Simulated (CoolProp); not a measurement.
n-hexane along the isotherm 240.85 °C: density (kg/m³) from the reference equation and from simpler models built on Tc = 234.7 °C, pc = 3.044 MPa, ω = 0.300; each cubic takes its own stable root.

The numbers come from the reference Helmholtz-energy equation of state, Thol 2019 in CoolProp.

```csv
p (MPa),phase,reference
1.9,gas,51.12
3.81,supercritical,338.5
5.71,supercritical,398.1
7.61,supercritical,423.7
9.51,supercritical,441.1
11.4,supercritical,454.4
13.3,supercritical,465.4
15.2,supercritical,474.8
```

### Question
How far does each simpler model (ideal gas, Redlich-Kwong) lie from the reference over these 8 states: mean and median of the absolute difference, and the worst?

### Answer
- ideal gas: mean 52.6 %, median 53.0 %, worst -77.3 % at 240.85 °C and 3.81 MPa
- Redlich-Kwong: mean 10.8 %, median 10.8 %, worst -18.7 % at 240.85 °C and 3.81 MPa
